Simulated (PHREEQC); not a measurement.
# Buffer: speciation

Consider water at 25 °C with 0.146 mol HF and 0.018 mol KOH per kg of water. Closed to the air; pH follows from the charge balance.

The numbers come from PHREEQC with the ion-association model, phreeqc.dat.

Precipitation was switched off in this run.

Question: What pH, ionic strength does the model give?

Answer: pH 2.27; ionic strength 0.0241 mol/kgw.

Question: In which forms is F present?

Answer: HF 78 %, F- 11 %, HF2- 10 % of the F.

Species that the database lacks are ignored.
